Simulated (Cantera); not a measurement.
A Cantera script and what it prints.

```python
import numpy as np
import cantera as ct

gas_names = """
    AL ALCL ALCL2 ALCL3 ALH ALN ALO ALOCL ALOH ALO2 ALO2H AL2 AL2CL6 AL2O AL2O2 CL CLO CL2 H HALO HCL
    HNO HNO2 HNO3 HOCL HO2 H2 H2O H2O2 N NH NH2 NH3 NH2OH NO NO2 NO3 N2 N2H2 N2H4 N2O O OH O2 O3
""".split()
cond_names = """
    AL(cr) AL(L) ALCL3(s) ALCL3(L) ALN(s) AL2O3(a) AL2O3(L) H2O(s) H2O(L) NH4CL(a) NH4CL(b)
""".split()


def load(file, names, dense=False):
    # The tables refer to 1 bar. Condensed volumes are neglected.
    table = {s.name: s for s in ct.Species.list_from_file(file)}
    out = []
    for n in names:
        d = dict(table[n].input_data)
        d["thermo"] = dict(d["thermo"], **{"reference-pressure": 1e5})
        if dense:
            d["equation-of-state"] = {"model": "constant-volume", "density": "1e6 g/cm^3"}
        out.append(ct.Species.from_dict(d))
    return out


gas = ct.Solution(thermo="ideal-gas", species=load("nasa_gas.yaml", gas_names))
cond = {s.name: ct.Solution(thermo="fixed-stoichiometry", species=[s], name=s.name)
        for s in load("nasa_condensed.yaml", cond_names, dense=True)}
atoms = {
    'AlCl3': {'AL': 1, 'CL': 3},
    'H2O': {'H': 2, 'O': 1},
    'N2': {'N': 2},
}
top_T = {'ALN(s)': 2750}  # K; cautious upper limits of use, not melting points


def equilibrate(T, P, feed):
    n = {}
    for name, mol in feed.items():
        for a, k in atoms[name].items():
            n[a] = n.get(a, 0.0) + k * mol
    gas.TPX = T, P, n
    mass = sum(n.values()) * gas.mean_molecular_weight
    gas.equilibrate("TP")
    valid = [c for c in cond.values() if c.min_temp <= T <= top_T.get(c.name, c.max_temp)]
    mix = ct.Mixture([(gas, mass / gas.mean_molecular_weight)] + [(c, 0.0) for c in valid])
    mix.T, mix.P = T, P
    mix.equilibrate("TP", solver="vcs", rtol=1e-11, max_steps=5000)
    return mix


results = []
feed = {'AlCl3': 1, 'H2O': 4.8, 'N2': 1.1}  # mol
P = 1333.22  # Pa
for T in [1573, 1623, 1673, 1723, 1773, 1823, 1873, 1923, 1973, 2023, 2073, 2123]:
    mix = equilibrate(T, P, feed)
    results.append((T, P, feed, dict(zip(mix.species_names, mix.species_moles))))

top = {s: max(r[3][s] / sum(r[3][g] for g in gas_names) for r in results) for s in gas_names}
cols = sorted((s for s in top if top[s] > 0.0001), key=lambda s: -top[s])[:7]
seen = [c for c in cond_names if any(r[3].get(c, 0) > 1e-12 for r in results)]
print("log10 of partial pressures in bar; condensed amounts in mol")
print(f"{'T/K':>10s}" + "".join(f"{s[:9]:>10s}" for s in cols + seen))
for T, P, feed, n in results:
    ng = sum(n[g] for g in gas_names)
    print(f"{T:10.4g}" + "".join(f"{np.log10(max(n[s] / ng * P / 1e5, 1e-99)):10.3f}" for s in cols)
          + "".join(f"{n.get(c, 0):10.4g}" for c in seen))
```

Result:

```
log10 of partial pressures in bar; condensed amounts in mol
       T/K       H2O       HCL        N2        CL        H2        OH         H  AL2O3(a)
      1573    -2.227    -2.271    -2.704    -4.439    -4.646    -5.737    -6.714       0.5
      1623    -2.227    -2.272    -2.704    -4.292    -4.489    -5.521    -6.405       0.5
      1673    -2.228    -2.274    -2.704    -4.154    -4.342    -5.319    -6.114       0.5
      1723    -2.229    -2.277    -2.705    -4.026    -4.202    -5.128    -5.840       0.5
      1773    -2.231    -2.280    -2.706    -3.905    -4.071    -4.949    -5.581       0.5
      1823    -2.232    -2.284    -2.707    -3.791    -3.947    -4.780    -5.337       0.5
      1873    -2.235    -2.289    -2.708    -3.685    -3.830    -4.620    -5.105       0.5
      1923    -2.238    -2.295    -2.709    -3.585    -3.719    -4.470    -4.885       0.5
      1973    -2.242    -2.302    -2.711    -3.491    -3.614    -4.327    -4.677       0.5
      2023    -2.247    -2.311    -2.713    -3.403    -3.516    -4.193    -4.479    0.4999
      2073    -2.254    -2.321    -2.716    -3.321    -3.423    -4.066    -4.292    0.4999
      2123    -2.262    -2.333    -2.719    -3.244    -3.336    -3.947    -4.113    0.4998
```

Method: chemical equilibrium by Gibbs-energy minimisation in Cantera with the NASA 1993 tables (ideal gas, pure condensed phases).
